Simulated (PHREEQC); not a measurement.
Solution (25 °C): 1.1 mmol/kgw Cu(BF4)2, 9.9 mmol/kgw HNO3 and 0.35 mmol/kgw FeCl3. Closed to the air; pH follows from the charge balance.

The numbers come from PHREEQC with the ion-association model, phreeqc.dat.

No solid was allowed to form.

Order these Fe species by the share of Fe that they hold, largest first: FeF+2, FeF3, FeF2+.

FeF2+ (66 %), FeF3 (25 %), FeF+2 (8.6 %)

Order these B species by the share of B that they hold, largest first: H3BO3, BF4-, BF3OH-, BF2(OH)2-.

H3BO3 (51 %), BF4- (43 %), BF3OH- (4.3 %), BF2(OH)2- (1.6 %)

The pH is 2.05 and the ionic strength 0.0135 mol/kgw. The solution is supersaturated, for example in Hematite (slow to form), so a real one may precipitate; this is no full list. Real BF4- forms and hydrolyses slowly; the run takes it at equilibrium. Fluoro complexes past AlF4- and FeF3 are missing from the database.
